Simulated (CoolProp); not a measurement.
Properties of n-perfluorohexane along the isotherm 345.5 K (Tc = 448.0 K, pc = 17.42 bar, ω = 0.497).

Model: reference Helmholtz-energy equation of state, Gao 2022, in CoolProp.

```tsv
p (bar)	phase	density (kg/m³)	Joule-Thomson coefficient (K/MPa)	fugacity coefficient
3.63	liquid	1530	-0.1315	0.4239
7.26	liquid	1533	-0.1384	0.2180
10.9	liquid	1536	-0.1450	0.1493
14.5	liquid	1539	-0.1511	0.1154
18.1	liquid	1541	-0.1570	0.09499
21.8	liquid	1544	-0.1627	0.08112
25.4	liquid	1547	-0.1681	0.07156
29	liquid	1550	-0.1731	0.06442
32.7	liquid	1552	-0.1781	0.05875
36.3	liquid	1555	-0.1828	0.05439
39.9	liquid	1557	-0.1872	0.05085
43.5	liquid	1560	-0.1914	0.04793
```
